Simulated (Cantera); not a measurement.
Feed: 1 mol CuF2, 1.1 mol H2, at 1475 K and 0.00435 Torr.

Equilibrium computed with Cantera from the NASA thermochemical tables; the gas is ideal and each condensed phase is pure. Candidate condensed phases: Cu, CuF2; 15 gas species. Rates play no part.

Base state: HF 0.642, Cu 0.319, H2 0.0341, CuF 0.00458, H 0.000995, Cu2 3.65e-5 (mole fractions); condensed: gas only.

**Question.** What changes in the equilibrium state with this change: H2 from 1.1 to 5.9 mol?

**Answer.** 
```csv
species,before,after
H2,0.0341,0.617
HF,0.642,0.252
Cu,0.319,0.126
CuF,0.00458,0.000168
Cu2,3.65e-5,5.73e-6
H,0.000995,0.00423
```

**Question.** What changes in the equilibrium state with this change: pressure from 0.00435 Torr to 750 Torr?

**Answer.** 
```tsv
species	before	after
HF	0.642	0.952
H2	0.0341	0.0476
CuF	0.00458	4.01e-5
Cu	0.319	5.36e-6
Cu2	3.65e-5	1.78e-9
H2F2	<1e-9	1.21e-5
H	0.000995	2.83e-6
Cu(l), mol	0	1.000
```
